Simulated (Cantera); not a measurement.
# Tantalum, niobium, vanadium and zirconium in process gases: Zr + NH3 + H2

Feed: 1 mol Zr, 1.1 mol NH3, 0.14 mol H2, equilibrated at 0.000120 bar.

Cantera equilibrium calculation (NASA polynomials, part measured and part estimated; ideal gas, pure solids and liquids). Candidate condensed phases: Zr, ZrN; 11 gas species. ZrN: taken at fixed stoichiometry. The numbers say what is thermodynamically allowed, not how fast it happens.

From 1200 °C to 2100 °C the condensed part is ZrN(s).

```json
[
 {"T (°C)": "1200", "log p H2": "-3.93", "log p H": "-6.86", "log p N2": "-5.49", "log p Zr": "<-15", "n ZrN(s)": "1.00"},
 {"T (°C)": "1300", "log p H2": "-3.93", "log p H": "-6.36", "log p N2": "-5.49", "log p Zr": "<-15", "n ZrN(s)": "1.00"},
 {"T (°C)": "1400", "log p H2": "-3.94", "log p H": "-5.91", "log p N2": "-5.49", "log p Zr": "-15.53", "n ZrN(s)": "1.00"},
 {"T (°C)": "1500", "log p H2": "-3.94", "log p H": "-5.52", "log p N2": "-5.49", "log p Zr": "-13.83", "n ZrN(s)": "1.00"},
 {"T (°C)": "1600", "log p H2": "-3.96", "log p H": "-5.17", "log p N2": "-5.50", "log p Zr": "-12.31", "n ZrN(s)": "1.00"},
 {"T (°C)": "1700", "log p H2": "-3.99", "log p H": "-4.86", "log p N2": "-5.51", "log p Zr": "-10.95", "n ZrN(s)": "1.00"},
 {"T (°C)": "1800", "log p H2": "-4.04", "log p H": "-4.60", "log p N2": "-5.53", "log p Zr": "-9.72", "n ZrN(s)": "1.000"},
 {"T (°C)": "1900", "log p H2": "-4.12", "log p H": "-4.38", "log p N2": "-5.57", "log p Zr": "-8.59", "n ZrN(s)": "1.000"},
 {"T (°C)": "2000", "log p H2": "-4.26", "log p H": "-4.20", "log p N2": "-5.62", "log p Zr": "-7.56", "n ZrN(s)": "0.999"},
 {"T (°C)": "2100", "log p H2": "-4.46", "log p H": "-4.08", "log p N2": "-5.65", "log p Zr": "-6.61", "n ZrN(s)": "0.994"}
]
```
log p: log10 of the partial pressure in bar; n: condensed amount in mol.
